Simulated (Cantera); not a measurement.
An adiabatic, constant-pressure homogeneous reactor starts with H₂ : O₂ : N₂ = 1 : 0.704 : 2.65 (molar parts), equivalence ratio 0.71, at 1723 K and 4650 Torr. Integrator tolerance rtol = 1e-08.

Detailed kinetics in Cantera: the H2/O2 subset of GRI-Mech 3.0, which has no nitrogen chemistry. The hydrogen kinetics of GRI-Mech 3.0 are dated; newer H2 mechanisms differ, most at raised pressure.

Question: What does this change do: pressure from 4650 Torr to 750 Torr?

Answer: 
```tsv
quantity	before	after
time of steepest temperature rise	1.19 µs	7.14 µs
temperature at 6.00 s	2962 K	2824 K
equilibrium temperature	2962 K	2824 K
x(H₂) at 6.00 s	0.0157 (gas-phase equilibrium 0.0157)	0.0219 (gas-phase equilibrium 0.0219)
x(O₂) at 6.00 s	0.0488 (gas-phase equilibrium 0.0488)	0.0498 (gas-phase equilibrium 0.0498)
x(OH) at 6.00 s	0.0318 (gas-phase equilibrium 0.0318)	0.0353 (gas-phase equilibrium 0.0353)
x(H) at 6.00 s	0.00712 (gas-phase equilibrium 0.00712)	0.0133 (gas-phase equilibrium 0.0133)
x(H₂O₂) at 6.00 s	1.96e-6 (gas-phase equilibrium 1.96e-6)	5.94e-7 (gas-phase equilibrium 5.94e-7)
```
